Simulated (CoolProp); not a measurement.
Computed with CoolProp (reference Helmholtz-energy equation of state, de Reuck 1990).

### Question
Give the vapour pressure (kPa), liquid density (kg/m³), vapour density (kg/m³), enthalpy of vaporisation (kJ/kg) of saturated fluorine at 105.9 K.

### Answer
```json
[
 {"T (K)": "105.9", "p (kPa)": "670", "liquid density (kg/m³)": "1340", "vapour density (kg/m³)": "32.9", "enthalpy of vaporisation (kJ/kg)": "151"}
]
```
